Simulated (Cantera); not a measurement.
**Low-pressure radical oxidation in H2/O2**

An isothermal, constant-pressure homogeneous reactor starts with H2 : O2 : H2O = 0.012 : 1 : 0.0066 (molar parts), equivalence ratio 0.0060, at 1048 K and 0.0250 bar.

Cantera simulation using the H2/O2 subset of GRI-Mech 3.0, which has no nitrogen chemistry; the numbers are that mechanism's predictions, not measurements. Radical loss at walls, strong at low pressure, is not modelled.

```
t (s)         x H2   x O2    x H2O       x H      x OH
--------  --------  -----  -------  --------  --------
4.00e-6     0.0118  0.982  0.00648  2.83e-12    <1e-12
1.24e-5     0.0118  0.982  0.00648  8.12e-12  1.03e-12
3.86e-5     0.0118  0.982  0.00648  2.03e-11  8.17e-12
0.000120    0.0118  0.982  0.00648  4.18e-11  5.04e-11
0.000372    0.0118  0.982  0.00648  1.04e-10  2.58e-10
0.00116     0.0118  0.982  0.00648  8.29e-10   2.68e-9
0.00359     0.0118  0.982  0.00648   3.19e-7   1.06e-6
0.0111    0.000335  0.975   0.0171  0.000849  0.000796
0.0346     3.34e-5  0.979   0.0181  0.000122  0.000329
0.107      5.75e-6  0.981   0.0183   9.32e-6  0.000138
0.334      7.19e-7  0.982   0.0183   4.68e-7   5.12e-5
1.04       9.37e-8  0.982   0.0184   2.54e-8   1.95e-5
3.22       1.54e-8  0.982   0.0184   1.92e-9   8.27e-6
10.0       3.25e-9  0.982   0.0184  2.03e-10   3.91e-6
```
x: mole fraction; the columns are a selection and need not sum to one.

Equilibrium at this temperature and pressure: H2 4.04e-11, O2 0.982, H2O 0.0184, H <1e-12, OH 4.47e-7 (gas phase only).
